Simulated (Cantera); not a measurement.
An isothermal, constant-pressure homogeneous reactor starts with 1.23 % C₂H₆, 98.8 % N₂, at 1575 K and 10.00 Torr.

Computed with Cantera and GRI-Mech 3.0 (53 species, 325 reactions). GRI-Mech 3.0 stops at C3 and has no aromatics, soot or wall deposition, so with more carbon than oxygen in the feed, carbon stays in small species such as C2H2 where larger ones or solid carbon would form. Radical loss at walls, strong at low pressure, is not modelled.

One state of this run: x C₂H₆ = 0.00548; x H = 0.000331; x C₂H₄ = 0.00371; x HCN = 1.53e-6; x CH₄ = 0.000707. x: mole fraction; the columns are a selection and need not sum to one.

### Question
Which value of t (s) does it belong to?
(A) 5.00e-6
(B) 0.000195
(C) 0.00224
(D) 0.00758

### Answer
C, 0.00224
